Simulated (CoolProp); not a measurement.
A closed Brayton cycle with carbon dioxide: compressor inlet 309.15 K and 9.6 MPa, high pressure 19.9 MPa, turbine inlet 975 K, compressor efficiency 0.8, turbine efficiency 0.93, recuperator effectiveness 0.8 (on enthalpy, no pinch check). Each further row changes one setting.

Values from CoolProp's reference Helmholtz-energy equation of state, Span 1996.

| case | thermal efficiency (%) | net work (kJ/kg) | compressor to turbine work | compressor exit (K) | turbine exit (K) |
|---|---|---|---|---|---|
| as stated | 28.4 | 103 | 0.15 | 329.2 | 873.5 |
| turbine inlet 925 K | ___ | 96.7 | 0.16 | 329.2 | 827.0 |
| compressor inlet 319.15 K | 28.3 | 94.6 | ___ | 361.8 | 873.5 |
| high pressure 16.9 MPa | ___ | ___ | 0.13 | ___ | 895.7 |
| recuperator effectiveness 0.5 | 18.2 | 103 | 0.15 | 329.2 | 873.5 |

**Question.** Some entries are withheld; supply them.

**Answer.** 
- turbine inlet 925 K, thermal efficiency (%): 28.0
- compressor inlet 319.15 K, compressor to turbine work: 0.22
- high pressure 16.9 MPa, thermal efficiency (%): 24.7
- high pressure 16.9 MPa, net work (kJ/kg): 82.2
- high pressure 16.9 MPa, compressor exit (K): 324.2
